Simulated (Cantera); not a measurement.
An isothermal, constant-pressure homogeneous reactor starts with N2O : N2 = 1 : 0.25 (molar parts), at 1200 K and 1.20 bar. Integrator tolerance rtol = 1e-08.

Model: GRI-Mech 3.0 (53 species, 325 reactions), integrated in Cantera. GRI-Mech 3.0 was tuned for natural gas; its chemistry of N2O as a main component is partial and can be far from experiment. The mechanism lacks the step 2 NO + O2 → 2 NO2, which can matter for NO2 below about 1400 K. The temperature is held fixed by assumption; the heat of reaction is taken as removed at once.

**Question.** What does this change do: temperature 1200 to 1500 K?

**Answer.** 
```
quantity                                            before                                     after
----------------  ----------------------------------------  ----------------------------------------
x(N2O) at 20.0 s  0.000231 (gas-phase equilibrium 1.60e-8)   3.81e-6 (gas-phase equilibrium 8.72e-8)
x(N2) at 20.0 s        0.694 (gas-phase equilibrium 0.714)       0.661 (gas-phase equilibrium 0.714)
x(O2) at 20.0 s        0.265 (gas-phase equilibrium 0.286)       0.232 (gas-phase equilibrium 0.285)
x(NO2) at 20.0 s  0.000820 (gas-phase equilibrium 4.70e-6)  0.000652 (gas-phase equilibrium 9.29e-6)
x(NO) at 20.0 s    0.0407 (gas-phase equilibrium 0.000218)     0.106 (gas-phase equilibrium 0.00136)
x(O) at 20.0 s     1.30e-8 (gas-phase equilibrium 1.23e-8)   1.80e-6 (gas-phase equilibrium 1.99e-6)
```

**Question.** What does this change do: N2 0.25 to 0.5 parts?

**Answer.** 
```tsv
quantity	before	after
x(N2O) at 20.0 s	0.000231 (gas-phase equilibrium 1.60e-8)	0.000203 (gas-phase equilibrium 1.57e-8)
x(N2) at 20.0 s	0.694 (gas-phase equilibrium 0.714)	0.732 (gas-phase equilibrium 0.750)
x(O2) at 20.0 s	0.265 (gas-phase equilibrium 0.286)	0.231 (gas-phase equilibrium 0.250)
x(NO2) at 20.0 s	0.000820 (gas-phase equilibrium 4.70e-6)	0.000673 (gas-phase equilibrium 4.21e-6)
x(NO) at 20.0 s	0.0407 (gas-phase equilibrium 0.000218)	0.0357 (gas-phase equilibrium 0.000209)
x(O) at 20.0 s	1.30e-8 (gas-phase equilibrium 1.23e-8)	1.23e-8 (gas-phase equilibrium 1.15e-8)
```
